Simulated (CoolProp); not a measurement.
Vapour-liquid equilibrium of ethylene (1) + ethane (2) at -62.75 °C; x and y are mole fractions of (1).

Model: multi-fluid Helmholtz-energy mixture model, Smukala 2000 and Bücker 2006; pair parameters Bell 2016, in CoolProp.

```tsv
x	bubble pressure (MPa)	y at the bubble point	dew pressure at overall composition x (MPa)	liquid density (mol/L)
0.05	0.3607	0.101	0.3496	17.00
0.125	0.3905	0.227	0.3661	17.07
0.2	0.4183	0.332	0.3839	17.14
0.275	0.4446	0.423	0.4030	17.21
0.35	0.4699	(withheld)	0.4234	17.28
0.425	0.4945	0.576	0.4454	(withheld)
0.5	0.5187	0.644	(withheld)	17.43
0.575	0.5428	0.707	0.4940	17.51
0.65	0.5668	0.766	(withheld)	17.59
0.725	0.5910	0.821	0.5501	17.67
0.8	0.6155	0.874	0.5815	17.75
0.875	0.6403	0.924	0.6159	17.83
0.95	0.6654	0.971	0.6541	17.91
```

### Question
Complete the blanks.

### Answer

- 0.35, y at the bubble point: 0.503
- 0.425, liquid density (mol/L): 17.36
- 0.5, dew pressure at overall composition x (MPa): 0.4689
- 0.65, dew pressure at overall composition x (MPa): 0.5210

No azeotrope shows between x = 0.05 and 0.95.

The pair parameters rest on a limited set of measurements; away from them the model extrapolates.
